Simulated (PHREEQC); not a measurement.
Dissolve 0.19 mol/kgw NH4Cl, 0.045 mol/kgw NaOH and 0.0001 mol/kgw LiCl at 25 °C. Closed to the air; pH follows from the charge balance.

Equilibrium calculation in PHREEQC: ion-association model, wateq4f.dat.

Each row changes one thing in this solution. No solid was allowed to form.

| case | pH | ionic strength (mol/kgw) | NH4+ (mol/kgw) | NH3 (mol/kgw) | SI of Halite (NaCl) |
|---|---|---|---|---|---|
| as made | 8.86 | 0.190 | 0.145 | 0.0450 | -3.92 |
| NaOH replaced by NaBF4 at the same molality | 2.78 | 0.237 | 0.190 | 4.81e-8 | -3.94 |
| diluted 100-fold with water | 8.75 | 0.00191 | 0.00146 | 0.000444 | -7.69 |
| NH4Cl from 0.19 to 0.285 mol/kgw | 8.65 | 0.285 | 0.240 | 0.0450 | -3.78 |
| LiCl left out | 8.86 | 0.190 | 0.145 | 0.0450 | -3.92 |
| LiCl replaced by AlCl3 at the same molality | 8.86 | 0.190 | 0.145 | 0.0446 | -3.92 |

Some of these states are supersaturated (in Boehmite (slow to form), Gibbsite (slow to form), for instance). Real BF4- forms and hydrolyses slowly; the run takes it at equilibrium.
